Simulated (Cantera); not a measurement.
Charge: 1 mol CF4, 0.17 mol Si, equilibrated at 2023 K and 41.0 Pa.

These are equilibrium values from Cantera (NASA tables, ideal gas, pure condensed phases), not measurements of a reactor. Candidate condensed phases: C, Si, SiC; 23 gas species. The tables' values for SiF3 are old estimates; treat these amounts as uncertain. Gases not in the tables: C2F6 and larger saturated fluorocarbons. Rates play no part.

Base state: F 0.338, CF2 0.320, CF4 0.233, SiF4 0.0990, CF3 0.00797, CF 0.00176, SiF3 3.35e-5 (mole fractions); condensed: C(graphite).

Q: What changes in the equilibrium state with this change: pressure from 41.0 Pa to 38.0 mbar?

A: 
```tsv
species	before	after
CF4	0.233	0.756
SiF4	0.0990	0.163
CF2	0.320	0.0600
F	0.338	0.0152
CF	0.00176	7.89e-5
SiF3	3.35e-5	1.32e-5
C(graphite), mol	0.0344	0.141
```

Q: What changes in the equilibrium state with this change: Si from 0.17 to 0.33 mol?

A: 
```tsv
species	before	after
F	0.338	0.319
CF2	0.320	0.285
SiF4	0.0990	0.203
CF4	0.233	0.184
SiF3	3.35e-5	7.27e-5
CF3	0.00797	0.00669
CF	0.00176	0.00166
C(graphite), mol	0.0344	0.223
```
